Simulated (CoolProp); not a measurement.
Vapour-liquid equilibrium of R125 (1) + cyclopropane (2) at 8.06 bar; x and y are mole fractions of (1).

Model: multi-fluid Helmholtz-energy mixture model, Lemmon 2005 and Polt 1992; pair parameters Bell 2016, in CoolProp. This equation is an older, rougher fit; its heat capacities, sound speeds and derivatives of the liquid may be far off and weren't checked against measurements.

| x | bubble temperature, mixture model (°C) | bubble temperature, Raoult's law (°C) | y, mixture model | y, Raoult's law |
|---|---|---|---|---|
| 0.05 | 22.2 | 27.3 | 0.185 | 0.091 |
| 0.125 | 15.6 | 25.0 | 0.351 | 0.214 |
| 0.2 | 11.7 | 22.8 | 0.447 | 0.323 |
| 0.275 | 9.3 | 20.8 | 0.509 | 0.420 |
| 0.35 | 7.7 | 18.8 | 0.554 | 0.507 |
| 0.425 | 6.5 | 17.0 | 0.590 | 0.586 |
| 0.5 | 5.7 | 15.3 | 0.624 | 0.657 |
| 0.575 | 5.1 | 13.7 | 0.659 | 0.722 |
| 0.65 | 4.6 | 12.2 | 0.696 | 0.781 |
| 0.725 | 4.4 | 10.7 | 0.740 | 0.835 |
| 0.8 | 4.3 | 9.4 | 0.792 | 0.885 |
| 0.875 | 4.6 | 8.0 | 0.856 | 0.931 |
| 0.95 | 5.3 | 6.8 | 0.936 | 0.973 |

The largest gap from Raoult's law is -11.5 K in bubble temperature, at x = 0.275. y crosses x between x = 0.725 and 0.8: the model has an azeotrope there.

The pair parameters rest on a limited set of measurements; away from them the model extrapolates.
